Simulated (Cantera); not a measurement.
An isothermal, constant-pressure homogeneous reactor starts with NH₃ : N₂ = 1 : 27 (molar parts), at 1925 K and 900 Torr. Integrator tolerance rtol = 1e-08.

Model: the gas-phase N/H chemistry of the illustrative SiF4/NH3 mechanism in the Surface Chemkin manual (1991), integrated in Cantera. Walls and surfaces, which speed up NH3 decomposition in real reactors, are not modelled.

**Question.** What does this change do: temperature 1925 to 1300 K?

**Answer.** 
| quantity | before | after |
|---|---|---|
| x(NH₃) at 90.0 s | 5.15e-7 (gas-phase equilibrium 3.12e-7) | 0.0334 (gas-phase equilibrium 1.67e-6) |
| x(H₂) at 90.0 s | 0.0516 (gas-phase equilibrium 0.0516) | 0.00340 (gas-phase equilibrium 0.0517) |
| x(N₂H₂) at 90.0 s | <1e-12 (gas-phase equilibrium <1e-12) | 1.65e-9 (gas-phase equilibrium <1e-12) |
| x(NH) at 90.0 s | 8.29e-10 (gas-phase equilibrium 5.02e-10) | 2.58e-9 (gas-phase equilibrium <1e-12) |
| x(NH₂) at 90.0 s | 5.64e-9 (gas-phase equilibrium 3.41e-9) | 9.89e-7 (gas-phase equilibrium 1.36e-11) |
| x(N₂H₄) at 90.0 s | <1e-12 (gas-phase equilibrium <1e-12) | 4.08e-9 (gas-phase equilibrium <1e-12) |
| x(N) at 90.0 s | 4.28e-10 (gas-phase equilibrium 2.59e-10) | 7.77e-11 (gas-phase equilibrium <1e-12) |
